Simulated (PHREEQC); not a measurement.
0.34 g of hydrous ferric oxide (600 m²/g; 0.2 weak and 0.005 strong sites per Fe, Dzombak-Morel constants, diffuse double layer) in 1 kg of water with 0.3 mol/kgw of an inert sodium salt and 4.2e-05 mol/kgw NaH2PO4, at 25 °C; the pH is set by adding NaOH or the inert anion's acid. Oxygen is held at 0.21 atm. CO2 from the air is kept out. Precipitation was switched off in this run.

Base run: PHREEQC, ion-association model, wateq4f.dat. Each further column changes one thing. The table gives surface charge σ (C/m²).

```tsv
pH	base	background salt from 0.3 to 0.03 mol/kgw	oxide from 0.34 to 1.7 g/kgw
3	0.346	…	0.363
3.75	0.331	…	0.352
4.88	0.259	…	0.278
5.62	0.179	0.090	0.193
6.38	0.103	…	0.114
7.12	0.047	…	0.056
8.25	-0.016	-0.007	-0.009
9	-0.058	…	-0.053
```

**Question.** Fill in the missing entries.

**Answer.** 
- 3, background salt from 0.3 to 0.03 mol/kgw: 0.323
- 3.75, background salt from 0.3 to 0.03 mol/kgw: 0.272
- 4.88, background salt from 0.3 to 0.03 mol/kgw: 0.155
- 6.38, background salt from 0.3 to 0.03 mol/kgw: 0.045
- 7.12, background salt from 0.3 to 0.03 mol/kgw: 0.019
- 9, background salt from 0.3 to 0.03 mol/kgw: -0.024

H3PO4, which wateq4f.dat lacks, is added to it with the constant of phreeqc.dat. The oxide is taken as insoluble; below pH 4 it would dissolve.
